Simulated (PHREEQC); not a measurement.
TMAH is added in steps, without added water, to 1 kg of water holding 0.0077 mol/kgw ZnSO4, 0.0095 mol/kgw Na2SO4 and 0.0035 mol/kgw HCl, at 20 °C. Oxygen is held at 0.21 atm. CO2 from the air is kept out. The run lets Zn(OH)2-a, Zn4(OH)6SO4, Zn5(OH)8Cl2, Halite, Mirabilite, Goslarite precipitate or redissolve, and no other solid.

Base run: PHREEQC, ion-association model, wateq4f.dat. Each further column changes one thing. The table gives pH.

```tsv
TMAH added (mol)	base	Debye-Hückel limiting law	all activity coefficients set to 1	metal-ligand complexes left out
0	2.70	2.72	2.71	2.74
0.0031	3.66	3.67	3.67	3.70
0.0062	6.96	7.02	6.93	6.80
0.01085	7.18	7.23	7.16	7.01
0.01395	7.57	7.61	7.57	7.39
0.01705	9.63	9.57	9.79	9.64
0.02015	11.16	11.14	11.26	11.16
0.0248	11.83	11.81	11.93	11.83
0.0279	12.01	11.98	12.11	12.01
0.031	12.14	12.11	12.24	12.14
```

(CH3)4N+ isn't in the database: it is added as a free cation with an ion size of 4 Å.
